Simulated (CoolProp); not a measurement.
The numbers come from the reference Helmholtz-energy equation of state, Aleksandrov 2011 in CoolProp. It is a short technical equation, of lower accuracy than the large ones.

### Question
Give the vapour pressure (MPa), liquid density (kg/m³), liquid cp (kJ/(kg K)), vapour Z of saturated n-undecane at 243.75, 279.95 °C.

### Answer
```json
[
 {"T (°C)": "243.75", "p (MPa)": "0.289", "liquid density (kg/m³)": "552", "liquid cp (kJ/(kg K))": "3.10", "vapour Z": "0.858"},
 {"T (°C)": "279.95", "p (MPa)": "0.555", "liquid density (kg/m³)": "510", "liquid cp (kJ/(kg K))": "3.29", "vapour Z": "0.775"}
]
```
